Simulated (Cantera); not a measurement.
A Cantera script and what it prints.

```python
import numpy as np
import cantera as ct

gas_names = """
    HCL N2 BCL3 H
""".split()
cond_names = """
    BN(s)
""".split()


# ... load() reads the species with a 1 bar reference pressure and builds the phases ...
species = {s.name: s for s in load("nasa_gas.yaml", gas_names) + load("nasa_condensed.yaml", cond_names)}
# Each term lists the table entries of one substance; the one whose range holds T is used.
reactions = {
    '6 HCl(g) + 2 BN = N2(g) + 2 BCl3(g) + 6 H(g)':
        [(-6, ['HCL']), (-2, ['BN(s)']), (1, ['N2']), (2, ['BCL3']), (6, ['H'])],
}


def pick(names, T):
    return next(species[n] for n in names if species[n].thermo.min_temp <= T <= species[n].thermo.max_temp)


results = []
for label, terms in reactions.items():
    print(label)
    print("     T/K   dH/kJ  dS/(J/K)   dG/kJ   log10 K")
    for T in [300, 2025, 2100, 2175, 2250, 2325]:
        used = [(nu, pick(names, T)) for nu, names in terms]
        dH = sum(nu * s.thermo.h(T) for nu, s in used) / 1e6
        dS = sum(nu * s.thermo.s(T) for nu, s in used) / 1e3
        dG = dH - T * dS / 1e3
        logK = -dG * 1e6 / (ct.gas_constant * T * np.log(10))
        results.append((label, T, dH, dS, dG, logK, [s.name for _, s in used]))
        print(f"{T:8g} {dH:8.1f} {dS:8.1f} {dG:8.1f} {logK:8.2f}")
```

It prints:

```
6 HCl(g) + 2 BN = N2(g) + 2 BCl3(g) + 6 H(g)
     T/K   dH/kJ  dS/(J/K)   dG/kJ   log10 K
     300   1557.9    309.7   1465.0  -255.07
    2025   1619.0    394.9    819.3   -21.13
    2100   1619.9    395.3    789.7   -19.64
    2175   1620.7    395.7    760.1   -18.25
    2250   1621.4    396.0    730.4   -16.96
    2325   1622.2    396.4    700.6   -15.74
```

Cantera with NASA thermochemical tables; ideal gases at 1 bar, condensed phases pure. Condensed species are held in their standard states even where they would react or evaporate.
